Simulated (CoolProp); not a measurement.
Vapour-liquid equilibrium of isohexane (1) + n-heptane (2) at 28.05 °C; x and y are mole fractions of (1).

Values from CoolProp's multi-fluid Helmholtz-energy mixture model, Lemmon 2006 and Span 2003; pair parameters Bell 2016.

```csv
x,bubble pressure (MPa),y at the bubble point,dew pressure at overall composition x (MPa),liquid density (mol/L)
0.05,0.008348,0.193,0.007369,6.789
0.125,[?],0.391,0.007851,6.841
0.2,0.01207,[?],0.008401,6.893
0.275,0.01391,0.627,0.009033,6.946
0.35,0.01574,0.703,0.009766,7.000
0.425,0.01758,0.764,0.01063,7.054
0.5,0.01942,0.814,0.01165,7.109
0.575,0.02128,0.855,0.01289,7.165
0.65,0.02314,0.890,0.01442,7.222
0.725,0.02502,0.920,0.01635,7.279
0.8,0.02691,0.946,0.01887,7.337
0.875,0.02881,0.969,0.02229,7.395
0.95,0.03071,0.988,[?],[?]
```

Task: What belongs in the gaps?

Result: 
- 0.125, bubble pressure (MPa): 0.01022
- 0.2, y at the bubble point: 0.527
- 0.95, dew pressure at overall composition x (MPa): 0.02723
- 0.95, liquid density (mol/L): 7.454

No azeotrope shows between x = 0.05 and 0.95.

Pair parameters are fitted to limited data, so mixtures are less certain than the pure fluids.
